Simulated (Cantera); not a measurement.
# Carbon deposition, reforming and gasification: C + H₂O

Input: 1 mol C, 0.059 mol H₂O, at 1002 °C and 0.000180 bar.

Equilibrium computed with Cantera from the NASA thermochemical tables; the gas is ideal and each condensed phase is pure. Candidate condensed phases: C, C₆H₆, C₇H₈, C₈H₁₈, H₂O; 110 gas species. Equilibrium is a limit: real reactors are often held back by kinetics, nucleation or transport.

The x(CO) is 0.500 and the x(H₂) is 0.500. The x(H) is 3.88e-5 and the n(C(graphite)) is 0.941 mol. The gas amount is 0.1180 mol.
